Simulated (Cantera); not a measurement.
Input: 1 mol AlCl₃, 330 mol NH₃, 50 mol H₂, 0.77 mol HCl, held at 10.0 Torr.

These are equilibrium values from Cantera (NASA tables, ideal gas, pure condensed phases), not measurements of a reactor. Candidate condensed phases: Al, AlCl₃, AlN, NH₄Cl; 20 gas species. The tables' values for AlCl₂ are old estimates; treat these amounts as uncertain. Rates play no part.

### Question
At 1548 K, list the 4 most abundant gas species with their mole fractions, and the condensed phases.

### Answer
H₂ 0.763, N₂ 0.231, HCl 0.00407, AlCl 0.00115. Condensed: AlN(s).
